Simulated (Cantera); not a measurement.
A Cantera script and what it prints.

```python
import numpy as np
import cantera as ct

gas_names = """
    C CN CO CO2 C2 CCN CNC C2N2 C2O C3 C3O2 C4 C4N2 C5 N NCO NO NO2 NO3 N2 N2O O O2 O3 Si SiC SiC2 SiN
    SiO SiO2 Si2 Si2C Si2N Si3
""".split()
cond_names = """
    C(gr) Si(cr) Si(L) SiC(b) SiO2(Lqz) SiO2(hqz) SiO2(L) Si2N2O(s) Si3N4(a)
""".split()


def load(file, names, dense=False):
    # The tables refer to 1 bar. Condensed volumes are neglected.
    table = {s.name: s for s in ct.Species.list_from_file(file)}
    out = []
    for n in names:
        d = dict(table[n].input_data)
        d["thermo"] = dict(d["thermo"], **{"reference-pressure": 1e5})
        if dense:
            d["equation-of-state"] = {"model": "constant-volume", "density": "1e6 g/cm^3"}
        out.append(ct.Species.from_dict(d))
    return out


gas = ct.Solution(thermo="ideal-gas", species=load("nasa_gas.yaml", gas_names))
cond = {s.name: ct.Solution(thermo="fixed-stoichiometry", species=[s], name=s.name)
        for s in load("nasa_condensed.yaml", cond_names, dense=True)}
atoms = {
    'SiC': {'Si': 1, 'C': 1},
    'O2': {'O': 2},
    'N2': {'N': 2},
}
top_T = {'C(gr)': 4500, 'SiC(b)': 3050, 'Si2N2O(s)': 2100, 'Si3N4(a)': 2400}  # K; cautious upper limits of use, not melting points


def equilibrate(T, P, feed):
    n = {}
    for name, mol in feed.items():
        for a, k in atoms[name].items():
            n[a] = n.get(a, 0.0) + k * mol
    gas.TPX = T, P, n
    mass = sum(n.values()) * gas.mean_molecular_weight
    gas.equilibrate("TP")
    valid = [c for c in cond.values() if c.min_temp <= T <= top_T.get(c.name, c.max_temp)]
    mix = ct.Mixture([(gas, mass / gas.mean_molecular_weight)] + [(c, 0.0) for c in valid])
    mix.T, mix.P = T, P
    mix.equilibrate("TP", solver="vcs", rtol=1e-11, max_steps=5000)
    return mix


results = []
T = 1200  # K
P = 280000  # Pa
for m in [26, 40, 62, 96, 150, 230, 360, 550, 850]:
    feed = {'SiC': 1, 'O2': 0.38, 'N2': m}  # mol
    mix = equilibrate(T, P, feed)
    results.append((T, P, feed, dict(zip(mix.species_names, mix.species_moles))))
    x = sorted(zip(gas.X, gas.species_names), reverse=True)
    print(f"T = {T:g} K  P = {P:g} Pa  n(N2) = {m:g} mol  gas = {mix.phase_moles(0):.4g} mol")
    print("   x: " + "  ".join(f"{s} {v:.3e}" for v, s in x if v > 1e-06))
    print("   condensed (mol): " + ("  ".join(f"{mix.phase(i).name} {mix.phase_moles(i):.4g}"
          for i in range(1, mix.n_phases) if mix.phase_moles(i) > 1e-12) or "none"))
```

Result:

```
T = 1200 K  P = 280000 Pa  n(N2) = 26 mol  gas = 25.7 mol
   x: N2 9.933e-01  CO 6.649e-03  CO2 2.339e-06
   condensed (mol): C(gr) 0.8291  SiO2(hqz) 0.05934  Si2N2O(s) 0.4703
T = 1200 K  P = 280000 Pa  n(N2) = 40 mol  gas = 39.76 mol
   x: N2 9.935e-01  CO 6.535e-03  CO2 2.260e-06
   condensed (mol): C(gr) 0.7401  Si2N2O(s) 0.5
T = 1200 K  P = 280000 Pa  n(N2) = 62 mol  gas = 61.76 mol
   x: N2 9.958e-01  CO 4.208e-03
   condensed (mol): C(gr) 0.7401  Si2N2O(s) 0.5
T = 1200 K  P = 280000 Pa  n(N2) = 96 mol  gas = 95.76 mol
   x: N2 9.973e-01  CO 2.714e-03
   condensed (mol): C(gr) 0.74  Si2N2O(s) 0.5
T = 1200 K  P = 280000 Pa  n(N2) = 150 mol  gas = 149.8 mol
   x: N2 9.983e-01  CO 1.736e-03
   condensed (mol): C(gr) 0.74  Si2N2O(s) 0.5
T = 1200 K  P = 280000 Pa  n(N2) = 230 mol  gas = 229.8 mol
   x: N2 9.989e-01  CO 1.131e-03
   condensed (mol): C(gr) 0.74  Si2N2O(s) 0.5
T = 1200 K  P = 280000 Pa  n(N2) = 360 mol  gas = 359.8 mol
   x: N2 9.993e-01  CO 7.226e-04
   condensed (mol): C(gr) 0.74  Si2N2O(s) 0.5
T = 1200 K  P = 280000 Pa  n(N2) = 550 mol  gas = 549.8 mol
   x: N2 9.995e-01  CO 4.729e-04
   condensed (mol): C(gr) 0.74  Si2N2O(s) 0.5
T = 1200 K  P = 280000 Pa  n(N2) = 850 mol  gas = 849.8 mol
   x: N2 9.997e-01  CO 3.060e-04
   condensed (mol): C(gr) 0.74  Si2N2O(s) 0.5
```

Cantera equilibrium calculation (NASA polynomials, part measured and part estimated; ideal gas, pure solids and liquids). N2 is the only nitrogen source here; it is nearly inert below about 1500 K, so the nitride shown seldom forms there in practice. Mutual solubility and eutectic melting of coexisting phases are not modelled. The tables hold silica as quartz up to 1696 K and as liquid above; real silica turns to tridymite and cristobalite and melts near 1996 K.
